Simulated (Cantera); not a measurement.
A closed system holds: 1 mol SiHCl3, 2.1 mol HCl, 25 mol N2, 0.035 mol Cl2, equilibrated at 923.15 K and 0.970 bar.

These are equilibrium values from Cantera (NASA tables, ideal gas, pure condensed phases), not measurements of a reactor. Candidate condensed phases: NH4Cl, Si, Si3N4; 28 gas species. N2 is the only nitrogen source here; it is nearly inert below about 1500 K, so the nitride shown seldom forms there in practice. Kinetics and transport are ignored.

Base state: N2 0.882, HCl 0.0703, SiCl4 0.0282, H2 0.0198, SiHCl3 2.84e-5 (mole fractions); condensed: Si3N4(s).

**Question.** What changes in the equilibrium state with this change: pressure from 0.970 bar to 11.0 mbar?

**Answer.** 
```csv
species,before,after
N2,0.882,0.879
HCl,0.0703,0.0824
SiCl4,0.0282,0.0252
H2,0.0198,0.0137
SiHCl3,2.84e-5,1.49e-5
"Si3N4(s), mol",0.0676,0.0964
```
